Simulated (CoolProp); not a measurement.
A closed Brayton cycle with carbon dioxide: compressor inlet 312.15 K and 8.4 MPa, high pressure 18 MPa, turbine inlet 680 K, compressor efficiency 0.85, turbine efficiency 0.9, recuperator effectiveness 0.8 (on enthalpy, no pinch check). Each further row changes one setting.

The numbers come from the reference Helmholtz-energy equation of state, Span 1996 in CoolProp.

| case | thermal efficiency (%) | net work (kJ/kg) | compressor to turbine work | compressor exit (K) | turbine exit (K) |
|---|---|---|---|---|---|
| as stated | ? | 56.0 | 0.31 | 358.0 | 597.9 |
| turbine inlet 630 K | ? | 48.6 | 0.34 | 358.0 | 551.0 |
| compressor inlet 322.15 K | 23.1 | ? | 0.43 | 382.8 | 597.9 |
| high pressure 15.3 MPa | 21.5 | 46.1 | 0.29 | 348.1 | 615.1 |
| recuperator effectiveness 0.5 | 17.6 | 56.0 | 0.31 | 358.0 | 597.9 |

Complete the blanks.


- as stated, thermal efficiency (%): 24.1
- turbine inlet 630 K, thermal efficiency (%): 22.6
- compressor inlet 322.15 K, net work (kJ/kg): 46.4
